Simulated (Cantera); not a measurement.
Input (Python, Cantera) and output of one run.

```python
import numpy as np
import cantera as ct

gas_names = """
    N NO NO2 NO3 N2 N2O O O2 O3 V VN VO VO2
""".split()
cond_names = """
    V(cr) V(L) VN(s) VO(s) VO(L) V2O3(s) V2O3(L) V2O4(I) V2O4(II) V2O4(L) V2O5(s) V2O5(L)
""".split()


# ... load() reads the species with a 1 bar reference pressure and builds the phases ...
atoms = {
    'V': {'V': 1},
    'N2O': {'N': 2, 'O': 1},
    'N2': {'N': 2},
}
top_T = {'VN(s)': 2300}  # K; cautious upper limits of use, not melting points


# ... equilibrate(T, P, feed) seeds the gas with the atoms and calls Mixture.equilibrate('TP', solver="vcs", rtol=1e-11, max_steps=5000) ...
results = []
feed = {'V': 1, 'N2O': 1.1, 'N2': 1.9}  # mol
P = 101325  # Pa
for T in [1673, 1748, 1823, 1898, 1973, 2048, 2123, 2198, 2273]:
    mix = equilibrate(T, P, feed)
    results.append((T, P, feed, dict(zip(mix.species_names, mix.species_moles))))

top = {s: max(r[3][s] / sum(r[3][g] for g in gas_names) for r in results) for s in gas_names}
cols = sorted((s for s in top if top[s] > 1e-06), key=lambda s: -top[s])[:9]
seen = [c for c in cond_names if any(r[3].get(c, 0) > 1e-12 for r in results)]
print("log10 of partial pressures in bar; condensed amounts in mol")
print(f"{'T/K':>10s}" + "".join(f"{s[:9]:>10s}" for s in cols + seen))
for T, P, feed, n in results:
    ng = sum(n[g] for g in gas_names)
    print(f"{T:10.4g}" + "".join(f"{np.log10(max(n[s] / ng * P / 1e5, 1e-99)):10.3f}" for s in cols)
          + "".join(f"{n.get(c, 0):10.4g}" for c in seen))
```

Output:

```
log10 of partial pressures in bar; condensed amounts in mol
       T/K        N2       VO2        VO        NO     VN(s)     VO(s)     VO(L)   V2O3(s)
      1673     0.006    -7.460    -8.431    -8.951    0.2667         0         0    0.3667
      1748     0.006    -6.824    -7.667    -8.477         0       0.8         0       0.1
      1823     0.006    -6.186    -7.025    -7.928         0       0.8         0       0.1
      1898     0.006    -5.601    -6.436    -7.423         0       0.8         0   0.09999
      1973     0.006    -5.063    -5.896    -6.956         0       0.8         0   0.09997
      2048     0.006    -4.568    -5.397    -6.523         0    0.8001         0   0.09992
      2123     0.006    -4.071    -4.976    -6.043         0         0    0.8002   0.09975
      2198     0.006    -3.602    -4.594    -5.579         0         0    0.8007   0.09925
      2273     0.005    -3.167    -4.238    -5.148         0         0    0.8019   0.09796
```

Cantera equilibrium calculation (NASA polynomials, part measured and part estimated; ideal gas, pure solids and liquids). Mutual solubility and eutectic melting of coexisting phases are not modelled. VN, VO: taken at fixed stoichiometry. Condensed phases not in the tables: the oxides between V2O3 and V2O5 other than VO2, solid solutions among these carbides, nitrides and lower oxides, V2N.
